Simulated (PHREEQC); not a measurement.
30 mol of Arcanite (K2SO4) is brought to equilibrium with 1 kg of water holding 0.41 mol Na2SO4, at 63 °C and several pressures. No CO2 enters from the air. Solids allowed: Arcanite, Glaserite, Mirabilite, Misenite, Thenardite. Others were left out.

Model: Pitzer model, pitzer.dat, run in PHREEQC.

```csv
P (atm),dissolved K (mol/kgw),dissolved S (mol/kgw)
1,2.00,1.41
50,2.02,1.42
100,2.04,1.43
200,2.07,1.44
300,2.10,1.46
400,2.13,1.47
500,2.16,1.49
600,2.18,1.50
800,2.24,1.53
1000,2.29,1.56
```

At this temperature some constants are extrapolated from 25 °C, and those without enthalpy data are left unchanged.
